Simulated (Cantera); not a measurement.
A perfectly stirred reactor is fed with CO : O2 : H2O : N2 = 0.0033 : 0.0073 : 0.0076 : 1 (molar parts), at 4880 Torr; it is held at 1300 K, and followed from long to short residence time.

Cantera simulation using GRI-Mech 3.0 (53 species, 325 reactions); the numbers are that mechanism's predictions, not measurements.

Question: What does this change do: 0.0011 parts CH4 added?

Answer: 
```json
[
 {"quantity": "x(CO) at τ = 0.950 s", "before": "3.92e-5", "after": "4.90e-5"},
 {"quantity": "x(O2) at τ = 0.950 s", "before": "0.00558", "after": "0.00342"},
 {"quantity": "x(H2O) at τ = 0.950 s", "before": "0.00747", "after": "0.00962"},
 {"quantity": "x(NO) at τ = 0.950 s", "before": "1.04e-7", "after": "1.30e-7"},
 {"quantity": "x(HO2) at τ = 0.950 s", "before": "2.29e-7", "after": "3.55e-7"},
 {"quantity": "x(CO) at τ = 86.0 ms", "before": "0.000231", "after": "0.000307"},
 {"quantity": "x(O2) at τ = 86.0 ms", "before": "0.00567", "after": "0.00356"},
 {"quantity": "x(H2O) at τ = 86.0 ms", "before": "0.00747", "after": "0.00959"},
 {"quantity": "x(NO) at τ = 86.0 ms", "before": "1.06e-7", "after": "1.35e-7"},
 {"quantity": "x(HO2) at τ = 86.0 ms", "before": "1.11e-6", "after": "1.60e-6"}
]
```

Question: What does this change do: CO 0.0033 to 0.00034 parts?

Answer: 
| quantity | before | after |
|---|---|---|
| x(CO) at τ = 0.950 s | 3.92e-5 | 6.96e-6 |
| x(O2) at τ = 0.950 s | 0.00558 | 0.00703 |
| x(H2O) at τ = 0.950 s | 0.00747 | 0.00749 |
| x(NO) at τ = 0.950 s | 1.04e-7 | 6.90e-9 |
| x(HO2) at τ = 0.950 s | 2.29e-7 | 4.38e-8 |
| x(CO) at τ = 86.0 ms | 0.000231 | 3.97e-5 |
| x(O2) at τ = 86.0 ms | 0.00567 | 0.00704 |
| x(H2O) at τ = 86.0 ms | 0.00747 | 0.00748 |
| x(NO) at τ = 86.0 ms | 1.06e-7 | 4.63e-9 |
| x(HO2) at τ = 86.0 ms | 1.11e-6 | 2.33e-7 |

Question: What does this change do: pressure from 4880 Torr to 7500 Torr?

Answer: 
```json
[
 {"quantity": "x(CO) at τ = 0.950 s", "before": "3.92e-5", "after": "4.33e-5"},
 {"quantity": "x(O2) at τ = 0.950 s", "before": "0.00558", "after": "0.00558"},
 {"quantity": "x(H2O) at τ = 0.950 s", "before": "0.00747", "after": "0.00747"},
 {"quantity": "x(NO) at τ = 0.950 s", "before": "1.04e-7", "after": "4.97e-8"},
 {"quantity": "x(HO2) at τ = 0.950 s", "before": "2.29e-7", "after": "2.57e-7"},
 {"quantity": "x(CO) at τ = 86.0 ms", "before": "0.000231", "after": "0.000293"},
 {"quantity": "x(O2) at τ = 86.0 ms", "before": "0.00567", "after": "0.00570"},
 {"quantity": "x(H2O) at τ = 86.0 ms", "before": "0.00747", "after": "0.00747"},
 {"quantity": "x(NO) at τ = 86.0 ms", "before": "1.06e-7", "after": "6.14e-8"},
 {"quantity": "x(HO2) at τ = 86.0 ms", "before": "1.11e-6", "after": "1.39e-6"}
]
```
